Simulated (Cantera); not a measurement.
Feed: 1 mol Fe₃O₄, a varied amount of CO, equilibrated at 1798 K and 29.0 Pa.

Equilibrium computed with Cantera from the NASA thermochemical tables; the gas is ideal and each condensed phase is pure. Candidate condensed phases: C, Fe, Fe(CO)₅, FeO, Fe₂O₃, Fe₃O₄; 15 gas species. The tables' stoichiometric FeO is somewhat more stable than real wüstite, so its field is too wide. FeO: taken at fixed stoichiometry. Equilibrium is a limit: real reactors are often held back by kinetics, nucleation or transport.

Question: At 1.7 mol CO, list the 6 most abundant gas species with their mole fractions, and the condensed phases.

Answer: CO₂ 0.590, CO 0.401, Fe 0.00801, FeO 0.000522, O₂ 0.000304, O 0.000122. Condensed: FeO(l).
